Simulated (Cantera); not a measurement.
An isothermal, constant-pressure homogeneous reactor starts with CH4 : N2 = 2.8 : 17 (molar parts), at 1800 K and 0.133 bar.

Model: GRI-Mech 3.0 (53 species, 325 reactions), integrated in Cantera. GRI-Mech 3.0 stops at C3 and has no aromatics, soot or wall deposition, so with more carbon than oxygen in the feed, carbon stays in small species such as C2H2 where larger ones or solid carbon would form.

x: mole fraction; the columns are a selection and need not sum to one.

| t (s) | x CH4 | x C2H4 | x CH2 | x C2H | x H2 |
|---|---|---|---|---|---|
| 3.00e-5 | 0.141 | ? | 1.71e-9 | <1e-12 | 2.82e-5 |
| 0.000120 | 0.141 | ? | 2.29e-8 | <1e-12 | 0.000120 |
| 0.000482 | 0.140 | ? | 3.00e-7 | 6.75e-11 | 0.000652 |
| 0.00193 | 0.129 | 0.00350 | 2.54e-6 | 1.98e-8 | 0.0112 |
| 0.00775 | 0.0649 | 0.00325 | 2.65e-6 | 4.35e-7 | 0.0958 |
| 0.0311 | 0.0197 | ? | 1.23e-6 | 8.27e-7 | 0.159 |
| 0.124 | 0.00393 | ? | 3.89e-7 | 1.12e-6 | 0.180 |
| 0.499 | 0.000791 | 3.56e-5 | 9.20e-8 | 1.22e-6 | 0.184 |
| 2.00 | 0.000219 | 3.55e-5 | 2.61e-8 | 1.24e-6 | 0.185 |

Question: Some entries are withheld; supply them.

Answer: 
- 3.00e-5, x C2H4: 1.52e-8
- 0.000120, x C2H4: 1.32e-6
- 0.000482, x C2H4: 8.68e-5
- 0.0311, x C2H4: 0.000259
- 0.124, x C2H4: 4.43e-5
